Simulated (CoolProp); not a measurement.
The fluid at 380.82 K and 0.0146 MPa is throttled through a valve to 0.00971 MPa with no heat exchange. The same conditions are run with several fluids, on thermodynamics alone (safety and materials aside).

Model: reference Helmholtz-energy equation of state of each fluid (octamethyltrisiloxane (MDM): Thol 2017; n-nonane: Lemmon 2006; R115: Lemmon 2016; R13: Platzer 1990; tetrahydrofuran: Fiedler 2023), in CoolProp. The equations of Platzer and Polt are older, rougher fits.

```json
[
 {"fluid": "octamethyltrisiloxane (MDM)", "temperature change (K)": "-0.2", "final density (kg/m³)": "0.733"},
 {"fluid": "n-nonane", "temperature change (K)": "-0.2", "final density (kg/m³)": "?"},
 {"fluid": "R115", "temperature change (K)": "-0.0", "final density (kg/m³)": "0.474"},
 {"fluid": "R13", "temperature change (K)": "-0.0", "final density (kg/m³)": "?"},
 {"fluid": "tetrahydrofuran", "temperature change (K)": "?", "final density (kg/m³)": "0.222"}
]
```

**Question.** Complete the blanks.

**Answer.** 
- n-nonane, final density (kg/m³): 0.397
- R13, final density (kg/m³): 0.320
- tetrahydrofuran, temperature change (K): -0.1
